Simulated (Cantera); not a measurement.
**Ignition delay**

Mixture: CH3OH : O2 : N2 = 1 : 2.42 : 9.1 (molar parts), at 35000 Pa, adiabatic and at constant volume. Ignition delay is the time to a rise of 400 K.

Cantera simulation using GRI-Mech 3.0 (53 species, 325 reactions); the numbers are that mechanism's predictions, not measurements. GRI-Mech 3.0 was tuned for natural gas; its chemistry of methanol as a main component is partial and can be far from experiment.

| T0 (K) | delay (ms) |
|---|---|
| 1223 | 18.6 |
| 1273 | 8.82 |
| 1323 | 4.47 |
| 1373 | 2.41 |
| 1423 | 1.37 |
| 1473 | 0.823 |
| 1523 | 0.517 |
| 1573 | 0.338 |
| 1623 | 0.228 |
| 1673 | 0.159 |

| Property | Value |
|---|---|
| apparent activation energy between 1573 and 1673 K | 170 kJ/mol |
